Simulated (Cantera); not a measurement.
A closed system holds: 1 mol CH₂F₂, 0.22 mol HCl, 3.6 mol H₂, equilibrated at 0.645 Torr.

Method: chemical equilibrium by Gibbs-energy minimisation in Cantera with the NASA 1993 tables (ideal gas, pure condensed phases). Candidate condensed phases: C, C₆H₆, C₇H₈, C₈H₁₈; 118 gas species. Equilibrium is a limit: real reactors are often held back by kinetics, nucleation or transport.

**Question.** At 1275 K, list the 4 most abundant gas species with their mole fractions, and the condensed phases.

**Answer.** H₂ 0.619, HF 0.344, HCl 0.0378, H 1.98e-5. Condensed: C(graphite).
